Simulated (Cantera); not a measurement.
Cantera run, input and output.

```python
import numpy as np
import cantera as ct

gas = ct.Solution("h2o2.yaml")
gas.TPX = 1375, 14000, {'H2': 0.67, 'O2': 1, 'N2': 8.6}
reactor = ct.IdealGasConstPressureReactor(gas, energy="off", clone=False)
net = ct.ReactorNet([reactor])
net.rtol, net.atol = 1e-08, 1e-18
show = ['H2', 'O2', 'H2O', 'H2O2', 'HO2', 'H']
times = np.geomspace(5e-05, 2, 10)

steps = ct.SolutionArray(gas, extra=["t"])
rows = []
print(f"{'t/s':>10s}{'T/K':>9s}{'P/Pa':>11s}" + "".join(f"{s:>11s}" for s in show))
for t in times:
    while net.time < t:
        t_next = net.step()
        steps.append(gas.state, t=t_next)
    rows.append([np.interp(t, steps.t, y) for y in (steps.T, steps.P, *steps(*show).X.T)])
    print(f"{t:10.3e}{rows[-1][0]:9.1f}{rows[-1][1]:11.4g}" + "".join(f"{x:11.3e}" for x in rows[-1][2:]))
rate = np.gradient(steps.T, steps.t)
print("integrator steps:", len(steps.t))
if steps.T.max() > steps.T[0] + 200:
    print(f"time of steepest temperature rise: {steps.t[rate.argmax()]:.4e} s")
gas.TPX = 1375, 14000, {'H2': 0.67, 'O2': 1, 'N2': 8.6}
gas.equilibrate("TP")
print(f"equilibrium (TP): T = {gas.T:.1f} K  " + "  ".join(f"{s} {gas[s].X[0]:.3e}" for s in show))
```

Output:

```
       t/s      T/K       P/Pa         H2         O2        H2O       H2O2        HO2          H
 5.000e-05   1375.0    1.4e+04  6.524e-02  9.737e-02  1.515e-07  2.623e-10  5.561e-08  1.550e-07
 1.623e-04   1375.0    1.4e+04  6.515e-02  9.733e-02  6.204e-05  3.681e-09  5.837e-07  4.608e-05
 5.268e-04   1375.0    1.4e+04  5.473e-03  6.507e-02  4.640e-02  2.988e-07  3.704e-06  2.344e-02
 1.710e-03   1375.0    1.4e+04  3.829e-03  6.536e-02  5.509e-02  3.265e-07  3.783e-06  1.170e-02
 5.550e-03   1375.0    1.4e+04  1.182e-03  6.606e-02  6.428e-02  2.596e-07  3.245e-06  1.713e-03
 1.802e-02   1375.0    1.4e+04  1.236e-04  6.672e-02  6.698e-02  8.589e-08  1.174e-06  5.512e-05
 5.848e-02   1375.0    1.4e+04  1.272e-05  6.688e-02  6.733e-02  1.888e-08  1.914e-07  1.852e-06
 1.898e-01   1375.0    1.4e+04  2.154e-06  6.691e-02  6.740e-02  4.577e-09  4.002e-08  1.324e-07
 6.162e-01   1375.0    1.4e+04  5.361e-07  6.692e-02  6.742e-02  1.365e-09  1.716e-08  1.672e-08
 2.000e+00   1375.0    1.4e+04  2.372e-07  6.693e-02  6.742e-02  6.713e-10  1.553e-08  4.961e-09
integrator steps: 1895
equilibrium (TP): T = 1375.0 K  H2 2.145e-07  O2 6.693e-02  H2O 6.743e-02  H2O2 6.166e-10  HO2 1.563e-08  H 4.270e-09
```

Cantera simulation using the H2/O2 subset of GRI-Mech 3.0, which has no nitrogen chemistry; the numbers are that mechanism's predictions, not measurements. The temperature is held fixed by assumption; the heat of reaction is taken as removed at once.
